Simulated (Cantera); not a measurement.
Input (Python, Cantera) and output of one run.

```python
import numpy as np
import cantera as ct

gas_names = """
    H HO2 H2 H2O H2O2 Nb NbO NbO2 O OH O2 O3
""".split()
cond_names = """
    H2O(s) H2O(L) Nb(cr) Nb(L) NbO(s) NbO(L) NbO2(I) NbO2(II) NbO2(III) NbO2(L) Nb2O5(s) Nb2O5(L)
""".split()


def load(file, names, dense=False):
    # The tables refer to 1 bar. Condensed volumes are neglected.
    table = {s.name: s for s in ct.Species.list_from_file(file)}
    out = []
    for n in names:
        d = dict(table[n].input_data)
        d["thermo"] = dict(d["thermo"], **{"reference-pressure": 1e5})
        if dense:
            d["equation-of-state"] = {"model": "constant-volume", "density": "1e6 g/cm^3"}
        out.append(ct.Species.from_dict(d))
    return out


gas = ct.Solution(thermo="ideal-gas", species=load("nasa_gas.yaml", gas_names))
cond = {s.name: ct.Solution(thermo="fixed-stoichiometry", species=[s], name=s.name)
        for s in load("nasa_condensed.yaml", cond_names, dense=True)}
atoms = {
    'Nb2O5': {'Nb': 2, 'O': 5},
    'H2': {'H': 2},
}
top_T = {}  # K; cautious upper limits of use, not melting points


def equilibrate(T, P, feed):
    n = {}
    for name, mol in feed.items():
        for a, k in atoms[name].items():
            n[a] = n.get(a, 0.0) + k * mol
    gas.TPX = T, P, n
    mass = sum(n.values()) * gas.mean_molecular_weight
    gas.equilibrate("TP")
    valid = [c for c in cond.values() if c.min_temp <= T <= top_T.get(c.name, c.max_temp)]
    mix = ct.Mixture([(gas, mass / gas.mean_molecular_weight)] + [(c, 0.0) for c in valid])
    mix.T, mix.P = T, P
    mix.equilibrate("TP", solver="vcs", rtol=1e-11, max_steps=5000)
    return mix


results = []
feed = {'Nb2O5': 1, 'H2': 2}  # mol
P = 1000  # Pa
for T in [875, 975, 1075, 1175, 1275, 1375, 1475, 1575, 1675, 1775, 1875]:
    mix = equilibrate(T, P, feed)
    results.append((T, P, feed, dict(zip(mix.species_names, mix.species_moles))))

top = {s: max(r[3][s] / sum(r[3][g] for g in gas_names) for r in results) for s in gas_names}
cols = sorted((s for s in top if top[s] > 1e-05), key=lambda s: -top[s])[:9]
seen = [c for c in cond_names if any(r[3].get(c, 0) > 1e-12 for r in results)]
print("log10 of partial pressures in bar; condensed amounts in mol")
print(f"{'T/K':>10s}" + "".join(f"{s[:9]:>10s}" for s in cols + seen))
for T, P, feed, n in results:
    ng = sum(n[g] for g in gas_names)
    print(f"{T:10.4g}" + "".join(f"{np.log10(max(n[s] / ng * P / 1e5, 1e-99)):10.3f}" for s in cols)
          + "".join(f"{n.get(c, 0):10.4g}" for c in seen))
```

Result:

```
log10 of partial pressures in bar; condensed amounts in mol
       T/K        H2       H2O         H        OH      NbO2   NbO2(I)  NbO2(II) NbO2(III)  Nb2O5(s)  Nb2O5(L)
       875    -2.001    -4.738   -11.300   -17.172   -24.481  0.007317         0         0    0.9963         0
       975    -2.002    -4.353    -9.943   -15.035   -20.917   0.01775         0         0    0.9911         0
      1075    -2.004    -4.036    -8.835   -13.289   -18.032   0.03682         0         0    0.9816         0
      1175    -2.008    -3.745    -7.916   -11.809   -15.663         0   0.07198         0     0.964         0
      1275    -2.014    -3.493    -7.140   -10.553   -13.680         0         0    0.1284    0.9358         0
      1375    -2.023    -3.282    -6.477    -9.480   -11.994         0         0    0.2089    0.8956         0
      1475    -2.036    -3.104    -5.905    -8.555   -10.543         0         0    0.3147    0.8427         0
      1575    -2.051    -2.954    -5.407    -7.749    -9.282         0         0    0.4449    0.7775         0
      1675    -2.071    -2.827    -4.970    -7.042    -8.177         0         0    0.5961    0.7019         0
      1775    -2.093    -2.720    -4.585    -6.418    -7.201         0         0    0.7633    0.6184         0
      1875    -2.088    -2.750    -4.228    -5.997    -6.333         0         0    0.7144         0    0.6427
```

Method: chemical equilibrium by Gibbs-energy minimisation in Cantera with the NASA 1993 tables (ideal gas, pure condensed phases). Mutual solubility and eutectic melting of coexisting phases are not modelled. Condensed phases not in the tables: the oxides between NbO2 and Nb2O5.
